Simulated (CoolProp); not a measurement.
A single-stage vapour-compression cycle with CH2F2 (R32): evaporating at 254.15 K (dew point), condensing at 311.15 K (bubble point), superheat 8 K, subcooling 2 K, compressor efficiency 0.8, no pressure losses. Each further row changes one setting.

Model: reference Helmholtz-energy equation of state, Tillner-Roth 1997, in CoolProp.

```
case                              cooling COP  pressure ratio  discharge temperature (K)  refrigerating effect (kJ/kg)  volumetric capacity (kJ/m³)
--------------------------------  -----------  --------------  -------------------------  ----------------------------  ---------------------------
as stated                                2.62            5.60                      386.6                           251                         2780
evaporating temperature 259.15 K          [?]             [?]                      378.6                           [?]                         3340
condensing temperature 306.15 K           [?]            4.94                        [?]                           261                         2890
subcooling 7 K                           2.73            5.60                      386.6                           262                         2890
superheat 18 K                            [?]            5.60                      399.5                           261                         2740
compressor efficiency 0.7                 [?]            5.60                        [?]                           251                         2780
```

What belongs in the gaps?


- evaporating temperature 259.15 K, cooling COP: 3.00
- evaporating temperature 259.15 K, pressure ratio: 4.66
- evaporating temperature 259.15 K, refrigerating effect (kJ/kg): 253
- condensing temperature 306.15 K, cooling COP: 2.97
- condensing temperature 306.15 K, discharge temperature (K): 376.7
- superheat 18 K, cooling COP: 2.59
- compressor efficiency 0.7, cooling COP: 2.30
- compressor efficiency 0.7, discharge temperature (K): 398.5
